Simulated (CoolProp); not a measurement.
A single-stage vapour-compression cycle with CH3F (R41): evaporating at 200.15 K (dew point), condensing at 238.15 K (bubble point), superheat 5 K, subcooling 8 K, compressor efficiency 0.6, no pressure losses. Each further row changes one setting.

The numbers come from the reference Helmholtz-energy equation of state, Lemmon 2006 in CoolProp. It is a short technical equation, of lower accuracy than the large ones.

| case | cooling COP | pressure ratio | discharge temperature (K) | refrigerating effect (kJ/kg) | volumetric capacity (kJ/m³) |
|---|---|---|---|---|---|
| as stated | [?] | 5.11 | 351.1 | 422 | 1190 |
| evaporating temperature 205.15 K | 3.25 | [?] | 332.5 | [?] | 1520 |
| condensing temperature 233.15 K | [?] | 4.26 | 333.1 | 433 | 1220 |
| subcooling 13 K | 2.75 | 5.11 | 351.1 | 433 | 1220 |
| superheat 15 K | 2.60 | 5.11 | 367.5 | [?] | 1160 |
| compressor efficiency 0.5 | 2.23 | 5.11 | [?] | 422 | 1190 |

Problem. What belongs in the gaps?

Solution. 
- as stated, cooling COP: 2.68
- evaporating temperature 205.15 K, pressure ratio: 3.97
- evaporating temperature 205.15 K, refrigerating effect (kJ/kg): 426
- condensing temperature 233.15 K, cooling COP: 3.16
- superheat 15 K, refrigerating effect (kJ/kg): 434
- compressor efficiency 0.5, discharge temperature (K): 375.8
